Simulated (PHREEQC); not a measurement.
# Polishing slurry liquid: an equilibrium model

A solution holds 0.1 mol H2SO4 and 0.00022 mol KH2PO4 per kg of water, at 25 °C. Closed to the air; pH follows from the charge balance.

Equilibrium calculation in PHREEQC: ion-association model, phreeqc.dat.

Each row changes one thing in this solution. Precipitation was switched off in this run.

| case | pH | ionic strength (mol/kgw) |
|---|---|---|
| as made | 1.01 | 0.139 |
| KH2PO4 left out | 1.01 | 0.139 |
| KH2PO4 from 0.00022 to 0.00044 mol/kgw | 1.01 | 0.139 |
| H2SO4 left out | 5.43 | 0.000228 |
| KH2PO4 from 0.00022 to 0.0011 mol/kgw | 1.02 | 0.139 |
| temperature from 25 to 50 °C | 1.04 | 0.125 |
| H2SO4 from 0.1 to 0.15 mol/kgw | 0.86 | 0.198 |

Away from 25 °C the constants follow the database's enthalpies or fits; those with neither stay at their 25 °C values.
